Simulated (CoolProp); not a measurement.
Vapour-liquid equilibrium of R125 (1) + cyclopropane (2) at 0.725 MPa; x and y are mole fractions of (1).

The numbers come from the multi-fluid Helmholtz-energy mixture model, Lemmon 2005 and Polt 1992; pair parameters Bell 2016 in CoolProp. This equation is an older, rougher fit; its heat capacities, sound speeds and derivatives of the liquid may be far off and weren't checked against measurements.

### Question
Give the bubble temperature and the first vapour's composition at x = 0.2, 0.65, 0.8. Is there an azeotrope?

### Answer
x = 0.2: 7.8 °C, y = 0.454; x = 0.65: 1.1 °C, y = 0.696; x = 0.8: 0.8 °C, y = 0.791. y crosses x between x = 0.65 and 0.8: the model has an azeotrope there.

The pair parameters rest on a limited set of measurements; away from them the model extrapolates.
